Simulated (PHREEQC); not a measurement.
Make-up at 25 °C: 69 mmol/kgw NH4HF2, 11 mmol/kgw (NH4)2SiF6 and 59 mmol/kgw HBF4. Closed to the air; pH follows from the charge balance.

Computed with PHREEQC (ion-association model, phreeqc.dat).

```
quantity                    before     after
------------------------  --------  --------
pH                            2.12      2.52
ionic strength (mol/kgw)     0.111     0.175
HF (mol/kgw)                 0.113     0.162
F- (mol/kgw)                0.0135    0.0512
HF2- (mol/kgw)             0.00582    0.0316
BF3OH- (mol/kgw)          0.000186  0.000128
SI of Quartz (SiO2)          -8.17    -10.00
```

Question: Name the change that produced these shifts.
A) NH4HF2 left out
B) NH4HF2 from 0.069 to 0.0345 mol/kgw
C) NH4HF2 replaced by NH4HS at the same molality
D) temperature from 25 to 85 °C
E) NH4HF2 from 0.069 to 0.138 mol/kgw

Answer: E, NH4HF2 from 0.069 to 0.138 mol/kgw

Precipitation was switched off in this run. SiF6-2 is the database's only silicon fluoride. Real BF4- forms and hydrolyses slowly; the run takes it at equilibrium.
